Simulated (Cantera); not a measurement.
Charge: 1 mol BF₃, 27 mol N₂, 2.4 mol H₂, at 1550 K and 0.480 bar.

Equilibrium computed with Cantera from the NASA thermochemical tables; the gas is ideal and each condensed phase is pure. Candidate condensed phases: B, BN; 31 gas species. The tables' values for BF₂ are old estimates; treat these amounts as uncertain. Rates play no part.

Base state: N₂ 0.887, H₂ 0.0743, BF₃ 0.0296, HF 0.00894, BHF₂ 0.000258, BF₂ 0.000138, H 1.24e-5 (mole fractions); condensed: BN(s).

Q: What changes in the equilibrium state with this change: BF₃ replaced by B₂O₃?

A: 
```tsv
species	before	after
N₂	0.887	0.918
H₂	0.0743	0.0805
HBO₂	0	0.00116
BF₃	0.0296	0
HF	0.00894	0
H₂O	0	0.000467
BHF₂	0.000258	0
HBO	0	0.000147
BN(s), mol	0.0865	0.0190
B₂O₃(l), mol	0	0.968
```
Mutual solubility and eutectic melting of coexisting phases are not modelled. Gases not in the tables: H₃BO₃. Further candidate phases: B₂O₃, B₃O₃H₃, H₂O.
